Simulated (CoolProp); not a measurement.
The fluoroketone C6F12O (FK-5-1-12) along the isotherm 487.5 K: Z from the reference equation and from simpler models built on Tc = 441.8 K, pc = 1.869 MPa, ω = 0.471; each cubic takes its own stable root.

The numbers come from the reference Helmholtz-energy equation of state, McLinden 2015 in CoolProp.

```json
[
 {"p (MPa)": "0.584", "phase": "gas", "reference": "0.9223"},
 {"p (MPa)": "1.17", "phase": "gas", "reference": "0.8382"},
 {"p (MPa)": "1.75", "phase": "gas", "reference": "0.7455"},
 {"p (MPa)": "2.34", "phase": "supercritical", "reference": "0.6407"},
 {"p (MPa)": "2.92", "phase": "supercritical", "reference": "0.5351"},
 {"p (MPa)": "3.5", "phase": "supercritical", "reference": "0.4588"},
 {"p (MPa)": "4.09", "phase": "supercritical", "reference": "0.4397"},
 {"p (MPa)": "4.67", "phase": "supercritical", "reference": "0.4509"}
]
```

Task: How far does each simpler model (van der Waals, Redlich-Kwong, Soave-Redlich-Kwong, Peng-Robinson) lie from the reference over these 8 states: mean and median of the absolute difference, and the worst?

Result: 
- van der Waals: mean 7.5 %, median 6.5 %, worst -17.1 % at 487.5 K and 2.92 MPa
- Redlich-Kwong: mean 4.3 %, median 3.5 %, worst -11.4 % at 487.5 K and 2.92 MPa
- Soave-Redlich-Kwong: mean 7.5 %, median 5.7 %, worst +16.4 % at 487.5 K and 4.09 MPa
- Peng-Robinson: mean 3.6 %, median 1.8 %, worst +8.1 % at 487.5 K and 4.09 MPa
